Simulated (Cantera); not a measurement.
A closed system holds: 1 mol SiH4, 0.26 mol H2O, 0.2 mol H2, equilibrated at 1000 Pa.

Cantera equilibrium calculation (NASA polynomials, part measured and part estimated; ideal gas, pure solids and liquids). Candidate condensed phases: H2O, Si, SiO2; 18 gas species. Mutual solubility and eutectic melting of coexisting phases are not modelled. The tables hold silica as quartz up to 1696 K and as liquid above; real silica turns to tridymite and cristobalite and melts near 1996 K. Gases not in the tables: Si2H6 and higher silanes. Rates play no part.

Task: Which condensed phases are stable at each of these points (T (°C)): 1027, 1077, 1127, 1177, 1227, 1277, 1327, 1377, 1427?

Result: 
| T (°C) | condensed phases | Si condensed (%) |
|---|---|---|
| 1027 | Si(s) + SiO2(β-quartz) | 99.8 |
| 1077 | Si(s) + SiO2(β-quartz) | 99.4 |
| 1127 | Si(s) + SiO2(β-quartz) | 98.2 |
| 1177 | Si(s) + SiO2(β-quartz) | 94.9 |
| 1227 | Si(s) + SiO2(β-quartz) | 86.6 |
| 1277 | Si(s) | 74.0 |
| 1327 | Si(s) | 74.0 |
| 1377 | Si(s) | 74.0 |
| 1427 | Si(l) | 74.0 |

From 1027 °C to 1227 °C the condensed part is Si(s) + SiO2(β-quartz). From 1277 °C to 1377 °C the condensed part is Si(s). At 1427 °C the condensed part is Si(l).
